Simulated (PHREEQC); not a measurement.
A solution holds 0.0092 mol KF per kg of water, at 25 °C. Closed to the air; pH follows from the charge balance.

Model: ion-association model, phreeqc.dat, run in PHREEQC.

No solid was allowed to form.

### Question
What pH, specific conductance does the model give?

### Answer
pH 7.55; specific conductance 1100 µS/cm.

Species that the database lacks are ignored.
